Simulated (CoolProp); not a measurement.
The fluid at 460.25 K and 6.53 MPa expands adiabatically to 3.06 MPa with isentropic efficiency 0.9. The same conditions are run with several fluids, on thermodynamics alone (safety and materials aside).

Computed with CoolProp (reference Helmholtz-energy equation of state of each fluid (R124: de Vries 1995; R115: Lemmon 2016; CF4 (R14): Platzer 1990; R22: Kamei 1995; propylene: Lemmon 2013)). The equations of Platzer and Polt are older, rougher fits.

Q: Rank R124, R115, CF4 (R14), R22, propylene by work (kJ/kg), highest first.

A: propylene (47.2), CF4 (R14) (27.9), R22 (22.9), R115 (12.6), R124 (11.8)

```json
[
 {"fluid": "R124", "final temperature (K)": "421.0", "final density (kg/m³)": "166"},
 {"fluid": "R115", "final temperature (K)": "429.4", "final density (kg/m³)": "161"},
 {"fluid": "CF4 (R14)", "final temperature (K)": "422.6", "final density (kg/m³)": "78.0"},
 {"fluid": "R22", "final temperature (K)": "410.7", "final density (kg/m³)": "92.4"},
 {"fluid": "propylene", "final temperature (K)": "418.7", "final density (kg/m³)": "44.0"}
]
```
